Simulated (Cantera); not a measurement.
Input (Python, Cantera):

```python
import numpy as np
import cantera as ct

gas = ct.Solution("gri30.yaml")
gas.TPX = 1325, 101325, {'N2O': 1, 'N2': 1.3}
inlet = ct.Reservoir(gas, clone=True)

reactor = ct.IdealGasConstPressureReactor(gas, energy="off", clone=False)
exhaust = ct.Reservoir(gas, clone=True)
tau = [1.5, 0.47, 0.15, 0.045, 0.014, 0.0042, 0.0013, 0.0004, 0.00012][0]
for a, b in ((inlet, reactor), (reactor, exhaust)):
    ct.MassFlowController(a, b, mdot=lambda t: reactor.mass / tau)
net = ct.ReactorNet([reactor])
show = ['N2O', 'O2', 'NO2', 'NO', 'N2']

rows = []
print(f"{'tau/s':>10s}{'T/K':>9s}" + "".join(f"{s:>11s}" for s in show))
for tau in [1.5, 0.47, 0.15, 0.045, 0.014, 0.0042, 0.0013, 0.0004, 0.00012]:
    net.initial_time = 0.0
    net.advance(30 * tau)
    before = gas.X
    net.advance(40 * tau)
    drift = np.max(np.abs(gas.X - before) / (gas.X + 1e-9))
    rows.append([gas.T, *gas[show].X, drift])
    print(f"{tau:10.3e}{gas.T:9.1f}" + "".join(f"{x:11.3e}" for x in gas[show].X))
```

It prints:

```
     tau/s      T/K        N2O         O2        NO2         NO         N2
 1.500e+00   1325.0  5.774e-02  1.400e-01  2.609e-04  2.915e-02  7.728e-01
 4.700e-01   1325.0  1.309e-01  1.095e-01  2.681e-04  3.015e-02  7.292e-01
 1.500e-01   1325.0  2.384e-01  6.914e-02  1.990e-04  2.269e-02  6.696e-01
 4.500e-02   1325.0  3.439e-01  3.157e-02  9.582e-05  1.137e-02  6.131e-01
 1.400e-02   1325.0  4.009e-01  1.171e-02  3.295e-05  4.371e-03  5.830e-01
 4.200e-03   1325.0  4.239e-01  3.740e-03  7.867e-06  1.415e-03  5.709e-01
 1.300e-03   1325.0  4.314e-01  1.175e-03  1.349e-06  4.472e-04  5.670e-01
 4.000e-04   1325.0  4.337e-01  3.584e-04  1.636e-07  1.367e-04  5.658e-01
 1.200e-04   1325.0  4.345e-01  1.024e-04  1.476e-08  3.909e-05  5.654e-01
```

Detailed kinetics in Cantera: GRI-Mech 3.0 (53 species, 325 reactions). GRI-Mech 3.0 was tuned for natural gas; its chemistry of N2O as a main component is partial and can be far from experiment. The mechanism lacks the step 2 NO + O2 → 2 NO2, which can matter for NO2 below about 1400 K. The temperature is held fixed by assumption; the heat of reaction is taken as removed at once.
